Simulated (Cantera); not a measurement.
Input: 1 mol n-butane, 0.12 mol NH3, 77 mol H2, equilibrated at 35.0 Pa.

Equilibrium computed with Cantera from the NASA thermochemical tables; the gas is ideal and each condensed phase is pure. Candidate condensed phases: C, C6H6, C7H8, C8H18; 110 gas species. Ions and electrons are included (thermal ionisation). Rates play no part.

**Question.** At 4000 K, list the 4 most abundant gas species with their mole fractions, and the condensed phases.

**Answer.** H 0.975, C 0.0237, N 0.000617, H2 0.000131. Condensed: gas only.
